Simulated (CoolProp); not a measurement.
Vapour-liquid equilibrium of fluoroethane (R161) (1) + R227EA (2) at 244.8 K; x and y are mole fractions of (1).

The numbers come from the multi-fluid Helmholtz-energy mixture model, Wu 2012 and Lemmon 2016; pair parameters Bell 2016 in CoolProp.

**Question.** Give the bubble pressure and the first vapour's composition at x = 0.05, 0.15, 0.85. Is there an azeotrope?

**Answer.** x = 0.05: 59.06 kPa, y = 0.062; x = 0.15: 62.06 kPa, y = 0.218; x = 0.85: 134.3 kPa, y = 0.953. No azeotrope shows between x = 0.05 and 0.95.

Pair parameters are fitted to limited data, so mixtures are less certain than the pure fluids.
